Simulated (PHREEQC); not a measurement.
Consider water at 25 °C with 0.36 mol KOH and 0.065 mol K2CO3 per kg of water. Closed to the air; pH follows from the charge balance.

The numbers come from PHREEQC with the ion-association model, phreeqc.dat.

Question: The ionic strength comes out as 0.555 mol/kgw. What activity coefficients do CO3-2, HCO3-, K+, OH- get?

Answer: CO3-2 0.22, HCO3- 0.69, K+ 0.64, OH- 0.62.

This is a speciation only: nothing precipitates in the calculation. Species that the database lacks are ignored.
